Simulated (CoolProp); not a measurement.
Vapour-liquid equilibrium of cyclohexane (1) + p-xylene (2) at 367.8 K; x and y are mole fractions of (1).

Model: multi-fluid Helmholtz-energy mixture model, Zhou 2014 and Zhou 2012; pair parameters Bell 2016, in CoolProp.

Task: Give the bubble pressure and the first vapour's composition at x = 0.5, 0.65, 0.8. Is there an azeotrope?

Result: x = 0.5: 0.09610 MPa, y = 0.843; x = 0.65: 0.1127 MPa, y = 0.899; x = 0.8: 0.1289 MPa, y = 0.945. No azeotrope shows between x = 0.05 and 0.95.

Pair parameters are fitted to limited data, so mixtures are less certain than the pure fluids.
